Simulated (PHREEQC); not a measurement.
Model water analysis in mg/L, 25 °C, pH 7.93, pe 11.2: Na 131; K 7.17; Ca 145; Mg 15.7; Cl 382; S(6) as SO4 157; Alkalinity as HCO3 40.8; Br 29.4; Pb 77.5.

Cl is adjusted to close the charge balance.
Valence states are taken as typed.

The numbers come from PHREEQC with the ion-association model, phreeqc.dat.

No solid was allowed to form.

Problem. What ionic strength does the model give?

Solution. ionic strength 0.0192 mol/kgw.

Problem. In which forms is C present?

Solution. PbCO3 62 %, HCO3- 35 %, CaHCO3+ 0.9 %, PbHCO3+ 0.8 %, CO2 0.8 % of the C.

Saturation is exceeded, for instance for Pb(OH)2, Cerussite; the values hold only as long as no solid forms. Species that the database lacks are ignored.
